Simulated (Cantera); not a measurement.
**Gas-phase reforming**

An isothermal, constant-pressure homogeneous reactor starts with 24.0 % CH₄, 74.3 % H₂O, 1.80 % N₂, at 1575 K and 1.00 bar.

Cantera simulation using GRI-Mech 3.0 (53 species, 325 reactions); the numbers are that mechanism's predictions, not measurements.

| t (s) | x CH₄ | x H₂O | x H₂ | x CO | x CH₂CO |
|---|---|---|---|---|---|
| 5.00e-5 | 0.239 | 0.742 | 5.40e-5 | 1.15e-10 | <1e-12 |
| 0.000188 | 0.239 | 0.742 | 0.000233 | 2.83e-8 | 4.61e-12 |
| 0.000707 | 0.238 | 0.742 | 0.00119 | 1.89e-6 | 1.71e-9 |
| 0.00266 | 0.230 | 0.740 | 0.00771 | 6.16e-5 | 3.86e-7 |
| 0.0100 | 0.204 | 0.724 | 0.0392 | 0.000505 | 1.32e-5 |
| 0.0376 | 0.148 | 0.685 | 0.111 | 0.00234 | 4.12e-5 |
| 0.141 | 0.0799 | 0.626 | 0.209 | 0.00920 | 5.41e-5 |
| 0.532 | 0.0406 | 0.539 | 0.307 | 0.0295 | 3.85e-5 |
| 2.00 | 0.0278 | 0.431 | 0.402 | 0.0730 | 1.29e-5 |
x: mole fraction; the columns are a selection and need not sum to one.

Equilibrium at this temperature and pressure: CH₄ 1.06e-7, H₂O 0.312, H₂ 0.514, CO 0.134, CH₂CO <1e-12 (gas phase only).
